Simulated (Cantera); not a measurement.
A closed system holds: 1 mol MgSO4, 0.057 mol H2, 0.21 mol O2, 2.1 mol CO2, at 1400 K and 0.0100 bar.

Cantera equilibrium calculation (NASA polynomials, part measured and part estimated; ideal gas, pure solids and liquids). Candidate condensed phases: C, C6H6, C7H8, C8H18, H2O, H2SO4, Mg, MgCO3, MgO, Mg(OH)2, MgS, MgSO4, S; 130 gas species. The numbers say what is thermodynamically allowed, not how fast it happens.

Base state: CO2 0.547, SO2 0.260, O2 0.177, H2O 0.0148, SO3 0.000708, OH 3.59e-5, CO 1.27e-5 (mole fractions); condensed: MgO(s).

Task: What changes in the equilibrium state with this change: temperature from 1400 K to 825 K?

Result: 
```json
[
 {"species": "CO2", "before": "0.547", "after": "0.898"},
 {"species": "O2", "before": "0.177", "after": "0.0776"},
 {"species": "H2O", "before": "0.0148", "after": "0.0244"},
 {"species": "SO2", "before": "0.260", "after": "6.63e-7"},
 {"species": "OH", "before": "3.59e-5", "after": "2.22e-9"},
 {"species": "CO", "before": "1.27e-5", "after": "<1e-9"},
 {"species": "SO3", "before": "0.000708", "after": "4.07e-7"},
 {"species": "MgO(s), mol", "before": "1.00", "after": "0"},
 {"species": "MgSO4(s), mol", "before": "0", "after": "1.000"}
]
```
